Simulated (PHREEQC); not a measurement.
Synthetic water in mg/kgw, 20 °C, pH 5.81, pe 2.9: Na 35.7; K 27.9; Ca 1.95; Mg 6.27; Cl 8.49; S(6) as SO4 116; Alkalinity as HCO3 16.8; F 0.366; B 0.0459.

Valence states are taken as typed.

The numbers come from PHREEQC with the ion-association model, phreeqc.dat.

Precipitation was switched off in this run.

### Question
Order these Mg species by the share of Mg that they hold, largest first: MgHCO3+, Mg+2, MgSO4.

### Answer
Mg+2 (88 %), MgSO4 (12 %), MgHCO3+ (0.21 %)

The pH is 5.81 and the ionic strength 0.00426 mol/kgw. Complexes and solids missing from the database can't appear. Real BF4- forms and hydrolyses slowly; the run takes it at equilibrium.
